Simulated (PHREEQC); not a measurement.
Acid mine or pickling water: an equilibrium model

A made-up water analysis in mg/kgw, 25 °C, pH 3.46, pe 9.4: Na 33.7; K 15.7; Ca 60.7; Mg 4.57; Cl 51.1; S(6) as SO4 210; Ni 0.0407; Zn 0.152; Pb 32.7; O(0) (dissolved oxygen) 0.0216.

Valence states are taken as typed.

The numbers come from PHREEQC with the ion-association model, wateq4f.dat.

Each row changes one thing in this solution. Precipitation was switched off in this run.

| case | ionic strength (mol/kgw) | Zn+2 (mol/kgw) | ZnSO4 (mol/kgw) | Zn(SO4)2-2 (mol/kgw) | ZnCl+ (mol/kgw) | SI of Anglesite (PbSO4) | SI of Gypsum (CaSO4:2H2O) |
|---|---|---|---|---|---|---|---|
| as made | 0.00863 | 1.93e-6 | 3.89e-7 | 5.82e-9 | 5.15e-9 | +0.73 | -1.37 |
| temperature from 25 to 20 °C at the same typed pH | 0.00867 | 1.94e-6 | 3.80e-7 | 5.96e-9 | 4.14e-9 | +0.77 | -1.37 |
| Zn from 0.152 to 0.304 mg/kgw | 0.00863 | 3.85e-6 | 7.77e-7 | 1.16e-8 | 1.03e-8 | +0.73 | -1.37 |

Complexes and solids missing from the database can't appear. Some of these states are supersaturated (in Anglesite, for instance).
